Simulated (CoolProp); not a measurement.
Computed with CoolProp (reference Helmholtz-energy equation of state, Zhou 2012).

**Question.** For m-xylene, give the phase and the Joule-Thomson coefficient (K/MPa), conductivity (mW/(m K)) at 503.3 K and 0.101 MPa; 581.1 K and 0.101 MPa.

**Answer.** 
- 503.3 K and 0.101 MPa: gas; Joule-Thomson coefficient 14.6, conductivity 28.8
- 581.1 K and 0.101 MPa: gas; Joule-Thomson coefficient 8.90, conductivity 38.2

Thermal conductivity comes from a separate model (Mylona 2014).
